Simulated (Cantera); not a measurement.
An isothermal, constant-pressure homogeneous reactor starts with H2 : O2 : N2 = 1.7 : 1 : 11 (molar parts), equivalence ratio 0.85, at 850 K and 1.00 bar. Integrator tolerance rtol = 1e-08.

Model: GRI-Mech 3.0 (53 species, 325 reactions), integrated in Cantera. Below about 950 K walls govern HO2 and H2O2 in real vessels. The temperature is held fixed by assumption; the heat of reaction is taken as removed at once.

What does this change do: temperature 850 to 823 K?


| quantity | before | after |
|---|---|---|
| x(H2) at 200 s | 0.000227 (gas-phase equilibrium <1e-12) | 0.0132 (gas-phase equilibrium <1e-12) |
| x(O2) at 200 s | 0.0118 (gas-phase equilibrium 0.0117) | 0.0182 (gas-phase equilibrium 0.0117) |
| x(N2O) at 200 s | 1.38e-8 (gas-phase equilibrium 1.15e-10) | 5.08e-9 (gas-phase equilibrium 7.83e-11) |
| x(H2O2) at 200 s | 5.89e-7 (gas-phase equilibrium 4.23e-12) | 5.59e-5 (gas-phase equilibrium 2.59e-12) |
| x(H) at 200 s | 1.19e-10 (gas-phase equilibrium <1e-12) | 2.91e-9 (gas-phase equilibrium <1e-12) |
